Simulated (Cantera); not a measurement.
Mixture: 10.1 % CH₄, 0.915 % H₂, 18.7 % O₂, 70.3 % N₂, equivalence ratio 1.1, at 0.510 bar, adiabatic and at constant pressure. Ignition delay is the time to a rise of 400 K.

Detailed kinetics in Cantera: GRI-Mech 3.0 (53 species, 325 reactions).

Problem. Predict: delay at 1098 K; delay at 1248 K; delay at 1398 K; delay at 1548 K; apparent activation energy between 1473 and 1623 K.

Solution. 
| Quantity | Value |
|---|---|
| delay at 1098 K | 0.118 s |
| delay at 1248 K | 18.0 ms |
| delay at 1398 K | 3.40 ms |
| delay at 1548 K | 0.896 ms |
| apparent activation energy between 1473 and 1623 K | 160 kJ/mol |
